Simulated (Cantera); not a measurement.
**Thermodynamics of tantalum, niobium, vanadium and zirconium in process gases, feed Zr + N2O + H2**

A closed system holds: 1 mol Zr, 1.6 mol N2O, 14 mol H2, equilibrated at 2177 °C.

These are equilibrium values from Cantera (NASA tables, ideal gas, pure condensed phases), not measurements of a reactor. Candidate condensed phases: H2O, Zr, ZrN, ZrO2; 28 gas species. Mutual solubility and eutectic melting of coexisting phases are not modelled. ZrN: taken at fixed stoichiometry. Condensed phases not in the tables: solid solutions among these carbides, nitrides and lower oxides. Rates play no part.

At 0.100 Pa nothing is condensed. From 2.50 Pa to 63.0 Pa the condensed part is ZrO2(tetragonal). From 1600 Pa to 1000000 Pa the condensed part is ZrN(s) + ZrO2(tetragonal). The main Zr-bearing gas is ZrO throughout.

```tsv
P (Pa)	log p H2	log p H	log p N2	log p ZrO	log p O	n ZrO2(tetragonal)	n ZrN(s)
0.100	-8.70	-6.05	-7.29	-7.52	-7.75	0	0
2.50	-5.93	-4.66	-5.86	-6.32	-6.91	0.247	0
63	-3.60	-3.50	-4.33	-4.94	-8.29	0.598	0
1600	-1.91	-2.65	-2.84	-5.17	-8.05	0.795	0.198
40000	-0.46	-1.93	-1.42	-5.53	-7.70	0.797	0.203
1000000	0.95	-1.22	-0.02	-5.88	-7.35	0.794	0.206
```
log p: log10 of the partial pressure in bar; n: condensed amount in mol.
